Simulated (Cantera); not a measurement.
## SiCl4 + Cl2 + H2 (chlorosilane synthesis and conversion)

A closed system holds: 1 mol SiCl4, 1.3 mol Cl2, a varied amount of H2, held at 925 K and 2.70 bar.

Equilibrium computed with Cantera from the NASA thermochemical tables; the gas is ideal and each condensed phase is pure. Candidate condensed phases: Si; 19 gas species. Rates play no part.

From 0.67 mol H2 to 12 mol H2 nothing is condensed. The main Si-bearing gas is SiCl4 throughout.

```json
[
 {"n(H2) (mol)": "0.67", "x H2": "4.51e-12", "x HCl": "0.451", "x SiCl4": "0.337", "x Cl2": "0.212", "x SiHCl3": "<1e-12", "x Cl": "3.24e-5"},
 {"n(H2) (mol)": "0.91", "x H2": "1.24e-11", "x HCl": "0.567", "x SiCl4": "0.312", "x Cl2": "0.121", "x SiHCl3": "<1e-12", "x Cl": "2.45e-5"},
 {"n(H2) (mol)": "1.3", "x H2": "1.59e-6", "x HCl": "0.722", "x SiCl4": "0.278", "x Cl2": "1.55e-6", "x SiHCl3": "2.22e-9", "x Cl": "8.76e-8"},
 {"n(H2) (mol)": "1.7", "x H2": "0.0999", "x HCl": "0.650", "x SiCl4": "0.250", "x Cl2": "1.99e-11", "x SiHCl3": "0.000139", "x Cl": "3.14e-10"},
 {"n(H2) (mol)": "2.4", "x H2": "0.234", "x HCl": "0.554", "x SiCl4": "0.212", "x Cl2": "6.16e-12", "x SiHCl3": "0.000326", "x Cl": "1.75e-10"},
 {"n(H2) (mol)": "3.2", "x H2": "0.345", "x HCl": "0.473", "x SiCl4": "0.181", "x Cl2": "3.05e-12", "x SiHCl3": "0.000480", "x Cl": "1.23e-10"},
 {"n(H2) (mol)": "4.5", "x H2": "0.470", "x HCl": "0.383", "x SiCl4": "0.146", "x Cl2": "1.47e-12", "x SiHCl3": "0.000653", "x Cl": "8.53e-11"},
 {"n(H2) (mol)": "6.1", "x H2": "0.571", "x HCl": "0.310", "x SiCl4": "0.118", "x Cl2": "<1e-12", "x SiHCl3": "0.000790", "x Cl": "6.27e-11"},
 {"n(H2) (mol)": "8.4", "x H2": "0.663", "x HCl": "0.244", "x SiCl4": "0.0925", "x Cl2": "<1e-12", "x SiHCl3": "0.000913", "x Cl": "4.58e-11"},
 {"n(H2) (mol)": "12", "x H2": "0.747", "x HCl": "0.183", "x SiCl4": "0.0689", "x Cl2": "<1e-12", "x SiHCl3": "0.00102", "x Cl": "3.23e-11"}
]
```
x: gas mole fraction; nothing condenses.
